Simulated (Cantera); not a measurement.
## Gas-phase reforming

An isothermal, constant-pressure homogeneous reactor starts with CH4 : CO2 : H2 = 1 : 1.2 : 0.12 (molar parts), at 2175 K and 10.0 bar.

Model: GRI-Mech 3.0 (53 species, 325 reactions), integrated in Cantera.

```tsv
t (s)	x CH4	x CO2	x H2	x CO	x H2O
1.00e-5	0.155	0.368	0.272	0.0595	0.0467
2.82e-5	0.0710	0.247	0.287	0.150	0.124
7.95e-5	0.0254	0.114	0.245	0.277	0.215
0.000224	0.0149	0.0575	0.265	0.358	0.207
0.000631	0.0115	0.0366	0.329	0.414	0.148
0.00178	0.00722	0.0212	0.389	0.460	0.0924
0.00502	0.00345	0.0123	0.430	0.488	0.0561
0.0141	0.000901	0.00868	0.449	0.499	0.0405
0.0399	9.04e-6	0.00814	0.452	0.501	0.0381
0.112	1.84e-6	0.00814	0.452	0.501	0.0381
0.317	1.84e-6	0.00814	0.452	0.501	0.0381
0.893	1.84e-6	0.00814	0.452	0.501	0.0381
2.52	1.84e-6	0.00814	0.452	0.501	0.0381
7.10	1.84e-6	0.00814	0.452	0.501	0.0381
20.0	1.84e-6	0.00814	0.452	0.501	0.0381
```
x: mole fraction; the columns are a selection and need not sum to one.

Equilibrium at this temperature and pressure: CH4 2.05e-6, CO2 0.00814, H2 0.452, CO 0.501, H2O 0.0381 (gas phase only).
